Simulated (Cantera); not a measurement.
Feed: 1 mol Si, 1.3 mol HCl, 4.1 mol H2, equilibrated at 1673.15 K and 75.0 Torr.

Equilibrium computed with Cantera from the NASA thermochemical tables; the gas is ideal and each condensed phase is pure. Candidate condensed phases: Si; 19 gas species. The tables' values for SiCl3, SiCl are old estimates; treat these amounts as uncertain. Kinetics and transport are ignored.

Base state: H2 0.823, HCl 0.116, SiCl2 0.0587, SiCl3 0.00218, H 0.000327, SiHCl3 0.000216, SiCl4 0.000169, SiH2Cl2 4.75e-5 (mole fractions); condensed: Si(s).

**Question.** What changes in the equilibrium state with this change: temperature from 1673.15 K to 848.15 K?

**Answer.** 
| species | before | after |
|---|---|---|
| H2 | 0.823 | 0.928 |
| SiCl4 | 0.000169 | 0.0484 |
| SiHCl3 | 0.000216 | 0.0194 |
| HCl | 0.116 | 0.00376 |
| SiCl2 | 0.0587 | 1.81e-5 |
| H | 0.000327 | <1e-9 |
| Cl | 3.59e-5 | <1e-9 |
| Si(s), mol | 0.669 | 0.653 |
The tables' values for SiCl3 are old estimates; treat these amounts as uncertain.

**Question.** What changes in the equilibrium state with this change: temperature from 1673.15 K to 750 K?

**Answer.** 
```json
[
 {"species": "H2", "before": "0.823", "after": "0.929"},
 {"species": "SiCl4", "before": "0.000169", "after": "0.0485"},
 {"species": "SiHCl3", "before": "0.000216", "after": "0.0203"},
 {"species": "HCl", "before": "0.116", "after": "0.00100"},
 {"species": "SiCl2", "before": "0.0587", "after": "9.40e-7"},
 {"species": "H", "before": "0.000327", "after": "<1e-9"},
 {"species": "Cl", "before": "3.59e-5", "after": "<1e-9"},
 {"species": "Si(s), mol", "before": "0.669", "after": "0.649"}
]
```
The tables' values for SiCl3 are old estimates; treat these amounts as uncertain.
